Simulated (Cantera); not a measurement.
A closed system holds: 1 mol NaI, 1.2 mol H2, at 7.60 mbar.

Equilibrium computed with Cantera from the NASA thermochemical tables; the gas is ideal and each condensed phase is pure. Candidate condensed phases: I2, Na, NaI; 9 gas species. Gases not in the tables: NaBr and NaI dimers. Kinetics and transport are ignored.

log p: log10 of the partial pressure in bar; nothing condenses.

| T (K) | log p H2 | log p NaI | log p Na | log p I | log p H | log p HI |
|---|---|---|---|---|---|---|
| 1673 | -2.40 | -2.51 | -3.64 | -3.68 | -5.14 | -4.66 |
| 1723 | -2.40 | -2.52 | -3.51 | -3.54 | -4.94 | -4.61 |
| 1773 | -2.41 | -2.54 | -3.39 | -3.42 | -4.75 | -4.56 |
| 1823 | -2.42 | -2.57 | -3.28 | -3.31 | -4.57 | -4.52 |
| 1873 | -2.43 | -2.60 | ___ | ___ | ___ | -4.49 |
| 1923 | -2.44 | -2.64 | -3.09 | -3.11 | -4.24 | -4.46 |
| 1973 | -2.45 | -2.69 | ___ | ___ | ___ | -4.44 |
| 2023 | -2.47 | -2.75 | -2.94 | -2.95 | -3.95 | -4.43 |

Q: Fill in the missing entries.

A: 
- 1973, log p Na: -3.01
- 1973, log p I: -3.03
- 1973, log p H: -4.10
- 1873, log p Na: -3.18
- 1873, log p I: -3.20
- 1873, log p H: -4.40
